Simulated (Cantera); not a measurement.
Source: NASA polynomial tables (part measured, part estimated), evaluated in Cantera. Values are per mole of reaction as written; species without (g) are pure solids or liquids, kept so even where they would boil at 1 bar.

### Question
Between 475 and 975 K, where is each reaction favourable under standard conditions?
- Ti + 3 HCl(g) → 3 H(g) + TiCl3

### Answer
- Ti + 3 HCl(g) → 3 H(g) + TiCl3: ΔG° is 258 kJ at 475 K and 292 kJ at 975 K; it stays positive (K < 1). ΔH° is 240 kJ and ΔS° -52 J/K at 975 K.
